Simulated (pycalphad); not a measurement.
CALPHAD calculation (pycalphad, COST 507 light-alloy database (1999)), 1 atm. The data set is of 1999 and partly superseded. Kinetics are ignored, which matters at the lower temperatures.

Molar enthalpy of Ti-0.72Hf-4.36B (at.%) in equilibrium (SER reference):

```csv
T (K),H (kJ/mol),phases
2850,106.82,liquid
2700,99.97,liquid
2550,93.13,liquid
2400,86.29,liquid
2250,79.44,liquid
2100,72.60,liquid
1950,65.76,liquid
1900,63.48,liquid
1800,42.82,bcc + BM
1750,41.05,bcc + BM
1650,37.63,bcc + BM
1500,32.70,bcc + BM
1350,28.01,bcc + BM
1200,23.49,bcc + BM
1050,14.88,hcp + BM
900,10.03,hcp + BM
750,5.39,hcp + BM
600,0.97,hcp + BM
```

Cooling from 1900 K to 1800 K, across the freezing range, releases 20.7 kJ/mol, or 438 J/g. The slope is 46 J/(mol K) in the liquid and 35 J/(mol K) just below the solidus, where it includes any heat of precipitation. Liquidus 1853 K, solidus 1814 K. Changes were sought between steps of 50 K, so a narrower field can be missed.

Database names, with the compositions (at.%) that they take in these runs: BM: Ti 50 B 50.
